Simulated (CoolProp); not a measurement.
Aqueous propylene glycol as a coolant, 16 % by mass, freezing at -5.3 °C, 1 atm.

Values from CoolProp's Melinder's fits for secondary coolants.

```json
[
 {"T (°C)": "-3.3", "density (kg/m³)": "1016", "conductivity (W/(m K))": "0.485", "Prandtl number": "33.7", "cp (kJ/(kg K))": "3.980"},
 {"T (°C)": "1.2", "density (kg/m³)": "1015", "conductivity (W/(m K))": "0.490", "Prandtl number": "___", "cp (kJ/(kg K))": "3.987"},
 {"T (°C)": "5.6", "density (kg/m³)": "1015", "conductivity (W/(m K))": "0.495", "Prandtl number": "23.1", "cp (kJ/(kg K))": "3.993"},
 {"T (°C)": "10.1", "density (kg/m³)": "1014", "conductivity (W/(m K))": "0.501", "Prandtl number": "19.4", "cp (kJ/(kg K))": "4.001"},
 {"T (°C)": "14.5", "density (kg/m³)": "1013", "conductivity (W/(m K))": "0.506", "Prandtl number": "16.6", "cp (kJ/(kg K))": "4.008"},
 {"T (°C)": "19", "density (kg/m³)": "1012", "conductivity (W/(m K))": "0.511", "Prandtl number": "14.3", "cp (kJ/(kg K))": "4.016"},
 {"T (°C)": "23.5", "density (kg/m³)": "___", "conductivity (W/(m K))": "0.516", "Prandtl number": "___", "cp (kJ/(kg K))": "___"},
 {"T (°C)": "27.9", "density (kg/m³)": "1009", "conductivity (W/(m K))": "0.521", "Prandtl number": "10.9", "cp (kJ/(kg K))": "4.032"},
 {"T (°C)": "32.4", "density (kg/m³)": "___", "conductivity (W/(m K))": "0.526", "Prandtl number": "9.60", "cp (kJ/(kg K))": "4.040"}
]
```

What belongs in the gaps?


- 1.2, Prandtl number: 27.7
- 23.5, density (kg/m³): 1010
- 23.5, Prandtl number: 12.4
- 23.5, cp (kJ/(kg K)): 4.024
- 32.4, density (kg/m³): 1007
